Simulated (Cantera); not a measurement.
Predominance diagram of Li at 1375 K against the partial pressures of O2 and H2O (log10, bar). Standard-state values (1 bar) from the NASA 1993 polynomials, evaluated with Cantera. Candidates: Li(l), LiH(l), LiOH(l), Li2O(s). Only these pure phases compete in this equilibrium. Not in the tables: the peroxide.

Which phase is stable at these pairs, and which metal-bearing vapour leads over it? (-6.7, -13.4); (-18.5, -12.1); (-15.2, -2.4); (-20.2, -10.9); (-5.1, 0); (-23.6, -15.8); (0, 0)


| log p(O2) | log p(H2O) | phase | chief vapour | log p (bar) |
|---|---|---|---|---|
| -6.7 | -13.4 | Li2O(s) | Li2O | -7.0 |
| -18.5 | -12.1 | Li2O(s) | Li | -4.1 |
| -15.2 | -2.4 | Li2O(s) | LiOH | -3.3 |
| -20.2 | -10.9 | Li2O(s) | Li | -3.7 |
| -5.1 | 0 | Li2O(s) | LiOH | -2.1 |
| -23.6 | -15.8 | Li2O(s) | Li | -2.8 |
| 0 | 0 | Li2O(s) | LiOH | -2.1 |
